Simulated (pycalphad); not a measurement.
An equivalent pycalphad script:

```python
from pycalphad import Database, equilibrium, calculate, variables as v
import numpy as np
db = Database('COST507.tdb')
comps = ['AL', 'SI', 'SN', 'VA']
phases = ['BCT_A5', 'DIAMOND_A4', 'FCC_A1', 'LIQUID']
eq = equilibrium(db, comps, phases, {v.X('SI'): 0.1109, v.X('SN'): 0.1181, v.T: np.arange(2350, 499, -100), v.P: 101325, v.N: 1}, output=['HM', 'SM'])
```

All values are pycalphad results on the COST 507 light-alloy database (1999) (1 atm), not direct measurements. These are 1990s assessments: newer ones move some temperatures and phases. Not assessed as a whole: an extrapolation from subsystems, which can miss ternary compounds. Amounts are mole fractions of atoms.

Results at three of the temperatures:

```
T = 1850.00 K, P = 101325 Pa, N = 1 mol of atoms
G = -127742 J/mol, H = 61839 J/mol, S = 102.48 J/(mol K)  (SER reference)
chemical potentials (J/mol): Al -118689, Si -124833, Sn -189578
phase             fraction      x(Al)      x(Si)      x(Sn)
LIQUID              1.0000     0.7710     0.1109     0.1181
```

```
T = 1450.00 K, P = 101325 Pa, N = 1 mol of atoms
G = -88195 J/mol, H = 49492 J/mol, S = 94.96 J/(mol K)  (SER reference)
chemical potentials (J/mol): Al -81969, Si -81260, Sn -135350
phase             fraction      x(Al)      x(Si)      x(Sn)
LIQUID              1.0000     0.7710     0.1109     0.1181
```

```
T = 1150.00 K, P = 101325 Pa, N = 1 mol of atoms
G = -60739 J/mol, H = 40236 J/mol, S = 87.81 J/(mol K)  (SER reference)
chemical potentials (J/mol): Al -56697, Si -50533, Sn -96712
phase             fraction      x(Al)      x(Si)      x(Sn)
LIQUID              1.0000     0.7710     0.1109     0.1181
```

Changes of the phase set, refined by bisection:

```tsv
T (K)	phases above	phases below
884.7	LIQUID	DIAMOND_A4 + LIQUID
819.4	DIAMOND_A4 + LIQUID	DIAMOND_A4 + FCC_A1 + LIQUID
```

FCC_A1 is fcc; DIAMOND_A4 is diamond (Si).
